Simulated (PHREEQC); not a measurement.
Solution (5 °C): 0.01 mol/kgw HCl, 0.29 mol/kgw CaCl2 and 0.00071 mol/kgw CuCl2. Closed to the air; pH follows from the charge balance.

Computed with PHREEQC (ion-association model, phreeqc.dat).

| Item | Value |
|---|---|
| pH | 2.12 |
| ionic strength | 0.882 mol/kgw |
| activity of water | 0.985 |
| density | 1.027 g/cm³ |
| total alkalinity | -10.0 meq/kg |

| species | molality | activity | log γ |
|---|---|---|---|
| Cl- | 0.591 | 0.369 | -0.205 |
| Ca+2 | 0.290 | 0.0747 | -0.589 |
| H+ | 0.0100 | 0.00752 | -0.124 |
| Cu+2 | 0.000626 | 0.000139 | -0.655 |
| CuCl+ | 7.78e-5 | 4.81e-5 | -0.209 |
| CuCl2 | 6.17e-6 | 7.56e-6 | 0.088 |
| CuCl3- | 1.09e-8 | 6.76e-9 | -0.209 |

This is a speciation only: nothing precipitates in the calculation. Ionic strength above about 0.7 mol/kgw puts this run outside the model's range. Species that the database lacks are ignored. Constants without temperature data keep their 25 °C values here.
